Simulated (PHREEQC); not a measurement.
Dissolve 6.1 mmol/kgw NH4Br and 0.045 mmol/kgw FeCl3 at 20 °C. Closed to the air; pH follows from the charge balance.

Computed with PHREEQC (ion-association model, phreeqc.dat).

Precipitation was switched off in this run.

Question: Estimate the pH, specific conductance.

Answer: pH 4.14; specific conductance 798 µS/cm.

Question: In which forms is Fe present?

Answer: Fe(OH)2+ 74 %, FeOH+2 25 %, Fe+3 0.5 % of the Fe.

The solution is supersaturated, for example in Fe(OH)3(a), Hematite (slow to form), so a real one may precipitate; this is no full list.
